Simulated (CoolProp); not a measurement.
Values from CoolProp's reference Helmholtz-energy equation of state, McLinden 2020.

For R1336mzz(Z), give the phase and the speed of sound (m/s), isothermal compressibility (1/MPa), fugacity coefficient at 500 K and 43.6 bar.


- 500 K and 43.6 bar: supercritical; speed of sound 109, isothermal compressibility 0.407, fugacity coefficient 0.685
